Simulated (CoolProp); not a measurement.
Vapour-liquid equilibrium of ethane (1) + C2F6 (R116) (2) at 12.2 bar; x and y are mole fractions of (1).

The numbers come from the multi-fluid Helmholtz-energy mixture model, Bücker 2006 and Lemmon 2006; pair parameters Bell 2016 in CoolProp.

```csv
x,bubble temperature (°C),y at the bubble point,dew temperature at overall composition x (°C),liquid density (mol/L)
0.05,-17.7,0.103,-16.2,9.376
0.15,-22.7,0.278,-19.0,9.862
0.25,-26.6,0.408,-21.9,10.33
0.35,-29.1,0.500,-24.9,10.78
0.45,-30.7,0.566,-27.7,11.25
0.55,-31.5,0.616,-30.3,11.76
0.65,-31.8,0.661,-31.8,12.36
0.75,-31.7,0.709,-31.2,13.05
0.85,-30.7,0.777,-29.2,13.82
0.95,-28.0,0.898,-26.7,14.64
```

y crosses x between x = 0.65 and 0.75: the model has an azeotrope there.

The pair parameters rest on a limited set of measurements; away from them the model extrapolates.
